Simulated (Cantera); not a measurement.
Charge: 1 mol PbO, 0.14 mol CO, 16 mol H₂, equilibrated at 32.3 Torr.

Method: chemical equilibrium by Gibbs-energy minimisation in Cantera with the NASA 1993 tables (ideal gas, pure condensed phases). Candidate condensed phases: C, C₆H₆, C₇H₈, C₈H₁₈, H₂O, Pb, PbO, PbO₂, Pb₃O₄; 113 gas species. Kinetics and transport are ignored.

x: gas mole fraction; n: condensed amount in mol.

| T (K) | x H₂ | x H₂O | x Pb | x CO | x CH₄ | x CO₂ | x H | n Pb(l) |
|---|---|---|---|---|---|---|---|---|
| 800 | 0.927 | 0.0642 | 1.43e-6 | 0.00433 | (withheld) | 0.00127 | 1.34e-11 | 1.000 |
| 875 | 0.930 | 0.0611 | 1.57e-5 | 0.00713 | (withheld) | 0.00124 | 2.33e-10 | 1.000 |
| 950 | 0.930 | 0.0611 | 0.000117 | 0.00773 | (withheld) | 0.000910 | 2.59e-9 | 0.998 |
| 1025 | 0.929 | 0.0612 | 0.000647 | 0.00798 | (withheld) | 0.000682 | 2.03e-8 | 0.990 |
| 1100 | 0.927 | 0.0613 | 0.00282 | 0.00812 | (withheld) | 0.000529 | 1.20e-7 | 0.954 |
| 1175 | 0.920 | 0.0609 | 0.0101 | 0.00816 | (withheld) | 0.000422 | 5.67e-7 | 0.835 |
| 1250 | 0.901 | 0.0597 | 0.0311 | 0.00806 | (withheld) | 0.000341 | 2.21e-6 | 0.482 |
| 1325 | 0.875 | 0.0581 | 0.0583 | 0.00789 | (withheld) | 0.000281 | 7.38e-6 | 0 |
| 1400 | 0.875 | 0.0581 | 0.0583 | 0.00793 | (withheld) | 0.000242 | 2.19e-5 | 0 |
| 1475 | 0.875 | 0.0581 | 0.0583 | 0.00796 | (withheld) | 0.000213 | 5.85e-5 | 0 |

Complete the blanks.


- 800, x CH₄: 0.00313
- 875, x CH₄: 0.000309
- 950, x CH₄: 2.95e-5
- 1025, x CH₄: 3.77e-6
- 1100, x CH₄: 6.28e-7
- 1175, x CH₄: 1.28e-7
- 1250, x CH₄: 3.02e-8
- 1325, x CH₄: 8.14e-9
- 1400, x CH₄: 2.72e-9
- 1475, x CH₄: 1.02e-9
